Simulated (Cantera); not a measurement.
**Reactions in the system Ca-F-O**

Cantera with NASA thermochemical tables; ideal gases at 1 bar, condensed phases pure. Values are per mole of reaction as written; species without (g) are pure solids or liquids, kept so even where they would boil at 1 bar.

3 CaO + 3 F2(g) → 3 CaF2 + O3(g)

```json
[
 {"T (K)": "1275", "ΔH° (kJ)": "-1588.9", "ΔS° (J/K)": "-224.1", "ΔG° (kJ)": "-1303.2", "log10 K": "53.39", "condensed phases": "CaO(s), CaF2(s)"},
 {"T (K)": "1350", "ΔH° (kJ)": "-1583.0", "ΔS° (J/K)": "-219.6", "ΔG° (kJ)": "-1286.5", "log10 K": "49.78", "condensed phases": "CaO(s), CaF2(s)"},
 {"T (K)": "1425", "ΔH° (kJ)": "-1562.2", "ΔS° (J/K)": "-204.9", "ΔG° (kJ)": "-1270.2", "log10 K": "46.56", "condensed phases": "CaO(s), CaF2(s)"},
 {"T (K)": "1500", "ΔH° (kJ)": "-1551.4", "ΔS° (J/K)": "-197.5", "ΔG° (kJ)": "-1255.2", "log10 K": "43.71", "condensed phases": "CaO(s), CaF2(s)"},
 {"T (K)": "1575", "ΔH° (kJ)": "-1540.4", "ΔS° (J/K)": "-190.3", "ΔG° (kJ)": "-1240.6", "log10 K": "41.14", "condensed phases": "CaO(s), CaF2(s)"},
 {"T (K)": "1650", "ΔH° (kJ)": "-1529.2", "ΔS° (J/K)": "-183.4", "ΔG° (kJ)": "-1226.6", "log10 K": "38.83", "condensed phases": "CaO(s), CaF2(s)"},
 {"T (K)": "1725", "ΔH° (kJ)": "-1431.4", "ΔS° (J/K)": "-125.5", "ΔG° (kJ)": "-1214.9", "log10 K": "36.79", "condensed phases": "CaO(s), CaF2(l)"},
 {"T (K)": "1800", "ΔH° (kJ)": "-1425.8", "ΔS° (J/K)": "-122.3", "ΔG° (kJ)": "-1205.6", "log10 K": "34.98", "condensed phases": "CaO(s), CaF2(l)"},
 {"T (K)": "1875", "ΔH° (kJ)": "-1420.2", "ΔS° (J/K)": "-119.3", "ΔG° (kJ)": "-1196.5", "log10 K": "33.33", "condensed phases": "CaO(s), CaF2(l)"},
 {"T (K)": "1950", "ΔH° (kJ)": "-1414.5", "ΔS° (J/K)": "-116.3", "ΔG° (kJ)": "-1187.7", "log10 K": "31.81", "condensed phases": "CaO(s), CaF2(l)"},
 {"T (K)": "2025", "ΔH° (kJ)": "-1408.8", "ΔS° (J/K)": "-113.4", "ΔG° (kJ)": "-1179.1", "log10 K": "30.41", "condensed phases": "CaO(s), CaF2(l)"}
]
```
